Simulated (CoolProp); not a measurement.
A Linde-Hampson liquefier for nitrogen: isothermal reversible compression at 300 K from 1 atm to 40 MPa, throttling to 1 atm, return gas leaving the recuperator 2 K below the feed. Each further row changes one setting.

The numbers come from the reference Helmholtz-energy equation of state, Span 2000 in CoolProp.

```
case                        liquid yield per pass  compression work (kJ/kg of gas)
--------------------------  ---------------------  -------------------------------
as stated                                     [?]                              542
high pressure 80 MPa                        0.050                              632
warm-end temperature 330 K                    [?]                              [?]
warm-end gap 7 K                              [?]                              542
```

### Question
What belongs in the gaps?

### Answer

- as stated, liquid yield per pass: 0.088
- warm-end temperature 330 K, liquid yield per pass: 0.062
- warm-end temperature 330 K, compression work (kJ/kg of gas): 599
- warm-end gap 7 K, liquid yield per pass: 0.077
